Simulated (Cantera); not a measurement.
Input (Python, Cantera):

```python
import numpy as np
import cantera as ct

gas = ct.Solution("gri30.yaml")
gas.TPX = 375, 51000, {'CH4': 1, 'O2': 2, 'N2': 7.52}
flame = ct.FreeFlame(gas, width=0.064)
flame.set_refine_criteria(ratio=3, slope=0.08, curve=0.16)
flame.transport_model = "mixture-averaged"
flame.solve(loglevel=0, auto=True)
z, T = flame.grid, flame.T
thick = (T[-1] - T[0]) / np.gradient(T, z).max()
show = ['CH4', 'O2', 'C2H2', 'H2O', 'NO', 'HCO']
print(f"laminar burning velocity  {flame.velocity[0] * 100:.3f} cm/s")
print(f"burnt temperature         {T[-1]:.1f} K")
print(f"thermal thickness         {thick * 1e3:.4f} mm")
print(f"grid points               {len(z)}")
z0 = z[flame.heat_release_rate.argmax()]
print(f"{'z/mm':>9s}{'T/K':>9s}{'u/(m/s)':>9s}" + "".join(f"{s:>11s}" for s in show))
rows = []
for k in (-3, -2, -1.5, -1, -0.5, -0.25, 0, 0.25, 0.5, 1, 2, 4, 8):
    zz = z0 + k * thick
    rows.append([k * thick, np.interp(zz, z, T), np.interp(zz, z, flame.velocity),
                 *(np.interp(zz, z, flame.X[gas.species_index(s)]) for s in show)])
    print(f"{rows[-1][0] * 1e3:9.3f}{rows[-1][1]:9.1f}{rows[-1][2]:9.3f}" + "".join(f"{x:11.3e}" for x in rows[-1][3:]))
```

Output:

```
laminar burning velocity  66.903 cm/s
burnt temperature         2249.5 K
thermal thickness         0.6964 mm
grid points               157
     z/mm      T/K  u/(m/s)        CH4         O2       C2H2        H2O         NO        HCO
   -2.089    375.0    0.669  9.500e-02  1.900e-01  1.602e-10  6.534e-06  3.200e-11  4.112e-19
   -1.393    375.7    0.671  9.483e-02  1.897e-01  3.769e-09  9.447e-05  5.831e-10  4.610e-16
   -1.045    379.2    0.679  9.441e-02  1.892e-01  3.245e-08  5.410e-04  4.003e-09  8.998e-14
   -0.696    422.5    0.761  9.143e-02  1.860e-01  7.276e-07  5.607e-03  6.598e-08  1.322e-10
   -0.348    832.5    1.523  6.707e-02  1.550e-01  1.685e-05  4.800e-02  1.439e-06  3.471e-07
   -0.174   1271.2    2.351  3.759e-02  1.133e-01  5.295e-05  9.231e-02  3.673e-06  1.207e-05
    0.000   1672.6    3.118  9.206e-03  6.432e-02  1.029e-04  1.356e-01  7.607e-06  5.977e-05
    0.174   1832.2    3.416  7.039e-04  3.599e-02  2.099e-05  1.554e-01  1.255e-05  2.037e-05
    0.348   1872.1    3.478  2.687e-05  2.630e-02  7.001e-07  1.594e-01  1.575e-05  1.194e-06
    0.696   1913.3    3.534  5.307e-08  2.143e-02  6.376e-10  1.595e-01  1.886e-05  4.166e-08
    1.393   1966.5    3.617  5.021e-12  1.888e-02  2.766e-14  1.615e-01  2.284e-05  2.676e-08
    2.786   2032.6    3.723  1.119e-16  1.653e-02  1.129e-20  1.659e-01  2.963e-05  1.664e-08
    5.572   2103.5    3.835  5.050e-17  1.383e-02  1.632e-21  1.710e-01  4.182e-05  8.763e-09
```

Cantera simulation using GRI-Mech 3.0 (53 species, 325 reactions); the numbers are that mechanism's predictions, not measurements. Burning velocities carry a grid error of a few per cent, more on coarse grids.
